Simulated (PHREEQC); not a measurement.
Solution (20 °C): 0.32 mol Ni(NO3)2, 0.0062 mol KCl and 0.027 mol MnSO4 per kg of water. Closed to the air; pH follows from the charge balance.

Equilibrium calculation in PHREEQC: ion-association model, wateq4f.dat.

```tsv
quantity	before	after
pH	5.51	2.39
ionic strength (mol/kgw)	0.986	0.983
Mn+2 (mol/kgw)	0.0242	0.0241
SO4-2 (mol/kgw)	0.00704	0.00852
MnSO4 (mol/kgw)	0.000717	0.000867
HSO4- (mol/kgw)	4.75e-7	0.000758
SI of Pyrochroite (Mn(OH)2)	-6.49	-12.73
```

Task: Which change was made?
A) Ni(NO3)2 left out
B) Ni(NO3)2 replaced by KNO3 at the same molality
C) KCl left out
D) MnSO4 from 0.027 to 0.135 mol/kgw
E) KCl replaced by KHSO4 at the same molality

Result: E, KCl replaced by KHSO4 at the same molality

No solid was allowed to form. The ionic strength passes 0.7 mol/kgw, the rough limit of the ion-association models, in every such run.
